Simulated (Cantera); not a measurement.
An adiabatic, constant-pressure homogeneous reactor starts with C3H8 : O2 : N2 : H2O = 1 : 2.78 : 10.4 : 2.4 (molar parts), at 1250 K and 1.01 bar.

Cantera simulation using GRI-Mech 3.0 (53 species, 325 reactions); the numbers are that mechanism's predictions, not measurements. GRI-Mech 3.0 was tuned for natural gas; its chemistry of propane as a main component is partial and can be far from experiment.

x: mole fraction; the columns are a selection and need not sum to one.

```csv
t (s),T (K),x C3H8,x O2,x H2O,x CO2,x C2H4,x H2O2
2.00e-6,1250,0.0603,0.168,0.145,1.09e-12,1.16e-6,1.64e-9
7.02e-6,1250,0.0603,0.168,0.145,5.44e-11,9.28e-6,4.51e-8
2.46e-5,1250,0.0603,0.168,0.145,2.52e-9,5.08e-5,7.48e-7
8.65e-5,1249,0.0600,0.168,0.145,1.23e-7,0.000326,4.32e-6
0.000304,1249,0.0587,0.167,0.145,1.04e-6,0.00154,5.18e-6
0.00107,1248,…,0.165,0.146,…,…,…
0.00374,2329,<1e-12,…,0.210,0.0381,<1e-12,…
0.0131,2339,<1e-12,2.46e-5,0.210,0.0380,<1e-12,5.12e-9
0.0461,2339,<1e-12,2.45e-5,0.210,0.0380,<1e-12,5.11e-9
0.162,2338,<1e-12,2.45e-5,0.210,0.0380,<1e-12,5.10e-9
0.568,2338,<1e-12,2.45e-5,0.210,0.0380,<1e-12,5.10e-9
1.99,2338,<1e-12,2.45e-5,0.210,0.0380,<1e-12,5.10e-9
7.00,2338,<1e-12,2.45e-5,0.210,0.0380,<1e-12,5.10e-9
```

### Question
Complete the blanks.

### Answer

- 0.00107, x C3H8: 0.0538
- 0.00107, x CO2: 5.28e-6
- 0.00107, x C2H4: 0.00612
- 0.00107, x H2O2: 8.36e-6
- 0.00374, x O2: 4.31e-5
- 0.00374, x H2O2: 8.23e-9
